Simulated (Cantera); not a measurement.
A closed system holds: 1 mol B, 1.7 mol NH3, 1.5 mol H2.

Equilibrium computed with Cantera from the NASA thermochemical tables; the gas is ideal and each condensed phase is pure. Candidate condensed phases: B, BN; 15 gas species. Mutual solubility and eutectic melting of coexisting phases are not modelled. Rates play no part.

Stable condensed phases, one row left out:

```
T in °C \ P in Pa
             10     37    140    520   1900   7200  27000 100000
   1902       A      A      A      A      B      B      B      B
   1702       A      A      B      B      B      B      B      B
   1602       C      B      B      B      B      B      B      B
   1502       B      B      B      B      B      B      B      B
   1402       B      B      B      B      B      B      B      B
   1302       B      B      B      B      B      B      B      B
   1202       B      B      B      B      B      B      B      B
   1102       B      B      B      B      B      B      B      B
   1002       B      B      B      B      B      B      B      B
```

A: B; B: BN; C: B + BN.

Question: Give the row for 1802 °C.

Answer: 10: B; 37: B; 140: B; 520: BN; 1900: BN; 7200: BN; 27000: BN; 100000: BN.
